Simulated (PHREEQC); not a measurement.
Dissolve 22 mmol/kgw HCl, 0.97 mmol/kgw AlCl3 and 0.28 mmol/kgw MnSO4 at 20 °C. Closed to the air; pH follows from the charge balance.

The numbers come from PHREEQC with the ion-association model, phreeqc.dat.

Precipitation was switched off in this run.

**Question.** Predict the pH.

**Answer.** pH 1.72.

**Question.** In which forms is S present?

**Answer.** HSO4- 41 %, SO4-2 38 %, AlSO4+ 20 % of the S.
